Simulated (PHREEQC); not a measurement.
Solution (55 °C): 0.0014 mol/kgw Na2S, 0.054 mol/kgw HCl and 0.00032 mol/kgw NiCl2. Closed to the air; pH follows from the charge balance.

The numbers come from PHREEQC with the ion-association model, wateq4f.dat.

No solid was allowed to form.

Estimate the pH.

pH 1.36.

In which forms is Ni present?

Ni+2 94 %, NiCl+ 5.4 %, NiCl2 0.7 % of the Ni.

Constants without temperature data keep their 25 °C values here. The polysulfide entries of wateq4f.dat were taken out for this run.
